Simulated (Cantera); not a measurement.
A closed system holds: 1 mol AlCl₃, 29 mol N₂, 4.7 mol H₂, held at 0.870 bar.

Cantera equilibrium calculation (NASA polynomials, part measured and part estimated; ideal gas, pure solids and liquids). Candidate condensed phases: Al, AlCl₃, AlN, NH₄Cl; 20 gas species. Rates play no part.

Over these rows the condensed part is AlN(s). Partial pressures as log10 of bar:

| T (K) | 1000/T (1/K) | log p AlCl | log p N₂ | log p H₂ | log p HCl | log p AlCl₃ |
|---|---|---|---|---|---|---|
| 1250 | 0.8000 | -6.57 | -0.14 | -0.99 | -1.52 | -1.83 |
| 1350 | 0.7407 | -5.49 | -0.14 | -0.99 | -1.53 | -1.82 |
| 1450 | 0.6897 | -4.57 | -0.14 | -0.99 | -1.54 | -1.82 |
| 1550 | 0.6452 | -3.77 | -0.14 | -0.98 | -1.55 | -1.82 |
| 1650 | 0.6061 | -3.08 | -0.14 | -0.98 | -1.56 | -1.84 |
| 1750 | 0.5714 | ? | -0.14 | -0.98 | -1.59 | -1.89 |

Problem. Fit log p(AlCl) = a + b·(1000/T) to the five rows, give the apparent enthalpy, and predict the row at 1750 K.

Solution. Means: 1000/T = 0.6963, log p = -4.696. Sxy = -0.423501, Sxx = 0.0235159, so b = -18.01 and a = -4.696 − (-18.01)×0.6963 = 7.85.
Apparent enthalpy: −19.145 × (-18.01) = 345 kJ/mol. With the condensed phases at unit activity, 2/3 AlN(s) + 1/3 AlCl₃(g) = AlCl(g) + 1/3 N₂(g) links this pressure to the main gases: over the six rows their terms move log p by -0.02 in all, so the slope is close to that reaction's ΔH°. The five rows lie within 0.01 of the line.
Prediction at 1750 K: 7.85 + (-18.01)×0.5714 = -2.44. The computed value is -2.48, 0.04 from the line.
